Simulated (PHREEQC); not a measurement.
## Geothermal or formation water: speciation

A made-up water analysis in mmol/kgw, 40 °C, pH 6.02:

```json
[
 {"constituent": "Na", "mmol/kgw": "162"},
 {"constituent": "K", "mmol/kgw": "0.344"},
 {"constituent": "Ca", "mmol/kgw": "7.8"},
 {"constituent": "Mg", "mmol/kgw": "26.7"},
 {"constituent": "Cl", "mmol/kgw": "219"},
 {"constituent": "S(6)", "mmol/kgw": "2.49"},
 {"constituent": "Alkalinity (meq/kgw)", "mmol/kgw": "12.4"},
 {"constituent": "B", "mmol/kgw": "0.289"}
]
```

Valence states are taken as typed.

Computed with PHREEQC (Pitzer model, pitzer.dat).

No solid was allowed to form.

Q: Estimate the activity of water, density, specific conductance.

A: activity of water 0.993; density 1.002 g/cm³; specific conductance 29600 µS/cm.

Q: In which forms is C present?

A: CO2 56 %, HCO3- 44 % of the C.

Complexes and solids missing from the database can't appear. Constants without temperature data keep their 25 °C values here.
